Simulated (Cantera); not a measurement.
Input (Python, Cantera) and output of one run.

```python
import numpy as np
import cantera as ct

gas_names = [...]  # 109 gases of nasa_gas.yaml made of C, Cl, H, Si
cond_names = """
    C(gr) C6H6(L) C7H8(L) C8H18(L),n-octa Si(cr) Si(L) SiC(b)
""".split()


# ... load() reads the species with a 1 bar reference pressure and builds the phases ...
atoms = {
    'SiCl4': {'Si': 1, 'CL': 4},
    'C2H4': {'C': 2, 'H': 4},
    'H2': {'H': 2},
    'C3H8': {'C': 3, 'H': 8},
}
top_T = {'C(gr)': 4500, 'SiC(b)': 3050}  # K; cautious upper limits of use, not melting points


# ... equilibrate(T, P, feed) seeds the gas with the atoms and calls Mixture.equilibrate('TP', solver="vcs", rtol=1e-11, max_steps=5000) ...
results = []
feed = {'SiCl4': 1, 'C2H4': 0.29, 'H2': 10, 'C3H8': 0.0037}  # mol
P = 340  # Pa
for T in [1200, 1300, 1400, 1500, 1600, 1700, 1800, 1900, 2000, 2100, 2200, 2300, 2400, 2500]:
    mix = equilibrate(T, P, feed)
    results.append((T, P, feed, dict(zip(mix.species_names, mix.species_moles))))
    x = sorted(zip(gas.X, gas.species_names), reverse=True)
    print(f"T = {T:g} K  P = {P:g} Pa  gas = {mix.phase_moles(0):.4g} mol")
    print("   x: " + "  ".join(f"{s} {v:.3e}" for v, s in x if v > 1e-05))
    print("   condensed (mol): " + ("  ".join(f"{mix.phase(i).name} {mix.phase_moles(i):.4g}"
          for i in range(1, mix.n_phases) if mix.phase_moles(i) > 1e-12) or "none"))
```

It prints:

```
T = 1200 K  P = 340 Pa  gas = 12.34 mol
   x: H2 7.480e-01  HCL 2.189e-01  SiCL4 1.646e-02  SiCL2 1.065e-02  SiCL3 4.470e-03  SiHCL3 1.530e-03  SiH2CL2 1.863e-05
   condensed (mol): SiC(b) 0.5911
T = 1300 K  P = 340 Pa  gas = 12.5 mol
   x: H2 7.268e-01  HCL 2.405e-01  SiCL2 2.323e-02  SiCL4 4.590e-03  SiCL3 4.239e-03  SiHCL3 6.322e-04  H 1.617e-05  SiH2CL2 1.228e-05
   condensed (mol): SiC(b) 0.5911
T = 1400 K  P = 340 Pa  gas = 12.57 mol
   x: H2 7.186e-01  HCL 2.488e-01  SiCL2 2.899e-02  SiCL3 2.467e-03  SiCL4 8.915e-04  SiHCL3 1.823e-04  H 7.071e-05  CL 2.016e-05
   condensed (mol): SiC(b) 0.5911
T = 1500 K  P = 340 Pa  gas = 12.59 mol
   x: H2 7.162e-01  HCL 2.510e-01  SiCL2 3.091e-02  SiCL3 1.332e-03  H 2.555e-04  SiCL4 1.822e-04  CL 7.219e-05  SiHCL3 5.384e-05
   condensed (mol): SiC(b) 0.5911
T = 1600 K  P = 340 Pa  gas = 12.6 mol
   x: H2 7.149e-01  HCL 2.516e-01  SiCL2 3.163e-02  H 7.884e-04  SiCL3 7.490e-04  CL 2.194e-04  SiCL4 4.369e-05  SiHCL3 1.793e-05  SiCL 1.693e-05
   condensed (mol): SiC(b) 0.5911
T = 1700 K  P = 340 Pa  gas = 12.61 mol
   x: H2 7.134e-01  HCL 2.514e-01  SiCL2 3.189e-02  H 2.134e-03  CL 5.848e-04  SiCL3 4.455e-04  SiCL 5.644e-05  Si 2.005e-05  SiCL4 1.225e-05
   condensed (mol): SiC(b) 0.5911
T = 1800 K  P = 340 Pa  gas = 12.64 mol
   x: H2 7.105e-01  HCL 2.505e-01  SiCL2 3.180e-02  H 5.176e-03  CL 1.397e-03  SiCL3 2.782e-04  SiCL 1.632e-04  Si 1.088e-04
   condensed (mol): SiC(b) 0.5909
T = 1900 K  P = 340 Pa  gas = 12.69 mol
   x: H2 7.044e-01  HCL 2.488e-01  SiCL2 3.114e-02  H 1.142e-02  CL 3.045e-03  Si 4.856e-04  SiCL 4.142e-04  SiCL3 1.794e-04  C2H2,acetylene 2.164e-05  SiH 2.063e-05
   condensed (mol): SiC(b) 0.5904
T = 2000 K  P = 340 Pa  gas = 12.81 mol
   x: H2 6.920e-01  HCL 2.465e-01  SiCL2 2.917e-02  H 2.320e-02  CL 6.154e-03  Si 1.777e-03  SiCL 9.125e-04  SiCL3 1.158e-04  C2H2,acetylene 8.302e-05  SiH 5.847e-05  Si2C 4.871e-05  SiC2 1.149e-05  SiH2 1.019e-05
   condensed (mol): SiC(b) 0.588
T = 2100 K  P = 340 Pa  gas = 13.04 mol
   x: H2 6.686e-01  HCL 2.434e-01  H 4.369e-02  SiCL2 2.489e-02  CL 1.170e-02  Si 5.149e-03  SiCL 1.679e-03  C2H2,acetylene 3.410e-04  Si2C 2.106e-04  SiH 1.332e-04  SiC2 1.171e-04  SiCL3 7.103e-05  SiH2 1.600e-05
   condensed (mol): SiC(b) 0.5764
T = 2200 K  P = 340 Pa  gas = 13.46 mol
   x: H2 6.295e-01  HCL 2.359e-01  H 7.663e-02  CL 2.090e-02  SiCL2 1.889e-02  Si 1.201e-02  SiCL 2.575e-03  C2H2,acetylene 1.514e-03  SiC2 1.084e-03  Si2C 7.046e-04  SiH 2.459e-04  SiCL3 3.980e-05  Si2 2.130e-05  SiH2 2.078e-05
   condensed (mol): SiC(b) 0.5113
T = 2300 K  P = 340 Pa  gas = 14.4 mol
   x: H2 5.675e-01  HCL 2.057e-01  H 1.250e-01  Si 3.613e-02  CL 3.264e-02  SiCL2 1.723e-02  SiC2 4.988e-03  SiCL 4.855e-03  Si2C 2.696e-03  C2H2,acetylene 2.452e-03  SiH 5.829e-04  Si2 9.195e-05  SiH2 3.490e-05  SiCL3 2.533e-05  C2H 2.440e-05
   condensed (mol): C(gr) 0.3364
T = 2400 K  P = 340 Pa  gas = 15.29 mol
   x: H2 4.978e-01  H 1.925e-01  HCL 1.900e-01  CL 5.239e-02  Si 4.192e-02  SiC2 8.047e-03  SiCL2 7.610e-03  SiCL 3.911e-03  C2H2,acetylene 3.470e-03  Si2C 1.599e-03  SiH 5.337e-04  C2H 7.721e-05  Si2 6.278e-05  C3 2.885e-05  SiH2 2.289e-05  C2HCL 1.283e-05  C 1.169e-05  SiC 1.130e-05
   condensed (mol): C(gr) 0.2092
T = 2500 K  P = 340 Pa  gas = 16.43 mol
   x: H2 4.201e-01  H 2.795e-01  HCL 1.601e-01  CL 7.526e-02  Si 4.243e-02  SiC2 1.101e-02  C2H2,acetylene 4.545e-03  SiCL2 2.731e-03  SiCL 2.627e-03  Si2C 7.699e-04  SiH 4.237e-04  C2H 2.171e-04  C3 1.462e-04  C 4.895e-05  Si2 3.442e-05  C4H2 2.031e-05  C2HCL 1.985e-05  SiC 1.943e-05  C2 1.347e-05  SiH2 1.306e-05
   condensed (mol): C(gr) 0.04929
```

Equilibrium computed with Cantera from the NASA thermochemical tables; the gas is ideal and each condensed phase is pure. The tables' values for SiCl, SiCl3 are old estimates; treat these amounts as uncertain. Gases not in the tables: Si2H6 and higher silanes.
